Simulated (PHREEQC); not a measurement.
Solution (20 °C): 0.0049 mol NaBr, 0.26 mol CaCl2 and 0.00044 mol NaCl per kg of water. Closed to the air; pH follows from the charge balance.

Computed with PHREEQC (ion-association model, wateq4f.dat).

### Question
The ionic strength comes out as 0.785 mol/kgw. What activity coefficients do Cl-, Na+, Br-, Ca+2 get?

### Answer
Cl- 0.62, Na+ 0.71, Br- 0.76, Ca+2 0.25.

No solid was allowed to form. Ionic strength above about 0.7 mol/kgw puts this run outside the model's range.
